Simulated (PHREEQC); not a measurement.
Solution (80 °C): 0.25 mol/kgw HF. Closed to the air; pH follows from the charge balance.

Computed with PHREEQC (ion-association model, wateq4f.dat).

No solid was allowed to form.

### Question
Estimate the pH, ionic strength.

### Answer
pH 2.02; ionic strength 0.0106 mol/kgw.

### Question
In which forms is F present?

### Answer
HF 83 %, H2F2 10 %, HF2- 4.0 %, F- 2.2 % of the F.

wateq4f.dat counts part of the HF as a dimer, H2F2, which phreeqc.dat doesn't know; its constant is uncertain. Constants without temperature data keep their 25 °C values here.
